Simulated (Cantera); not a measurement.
A perfectly stirred reactor is fed with C2H6 : H2 = 1 : 2.5 (molar parts), at 750 Torr; it is held at 1598 K, and followed from long to short residence time.

Model: GRI-Mech 3.0 (53 species, 325 reactions), integrated in Cantera. GRI-Mech 3.0 stops at C3 and has no aromatics, soot or wall deposition, so with more carbon than oxygen in the feed, carbon stays in small species such as C2H2 where larger ones or solid carbon would form.

Problem. What does this change do: pressure from 750 Torr to 19.5 Torr?

Solution. 
```
quantity                  before     after
----------------------  --------  --------
x(C2H6) at τ = 29.0 s    4.21e-5   6.50e-6
x(H2) at τ = 29.0 s        0.761     0.805
x(CH2) at τ = 29.0 s     5.77e-9   6.46e-8
x(CH4) at τ = 29.0 s      0.0804    0.0189
x(C2H) at τ = 29.0 s     2.99e-8   2.57e-7
x(C2H6) at τ = 0.170 s  0.000221  0.000635
x(H2) at τ = 0.170 s       0.742     0.753
x(CH2) at τ = 0.170 s    1.37e-8   9.74e-7
x(CH4) at τ = 0.170 s      0.107    0.0920
x(C2H) at τ = 0.170 s    3.81e-8   4.68e-7
```
Radical loss at walls, strong at low pressure, is not modelled.

Problem. What does this change do: temperature 1598 to 1473 K?

Solution. 
```csv
quantity,before,after
x(C2H6) at τ = 29.0 s,4.21e-5,0.000187
x(H2) at τ = 29.0 s,0.761,0.679
x(CH2) at τ = 29.0 s,5.77e-9,7.95e-10
x(CH4) at τ = 29.0 s,0.0804,0.197
x(C2H) at τ = 29.0 s,2.99e-8,2.48e-9
x(C2H6) at τ = 0.170 s,0.000221,0.000886
x(H2) at τ = 0.170 s,0.742,0.724
x(CH2) at τ = 0.170 s,1.37e-8,2.92e-9
x(CH4) at τ = 0.170 s,0.107,0.128
x(C2H) at τ = 0.170 s,3.81e-8,6.68e-9
```
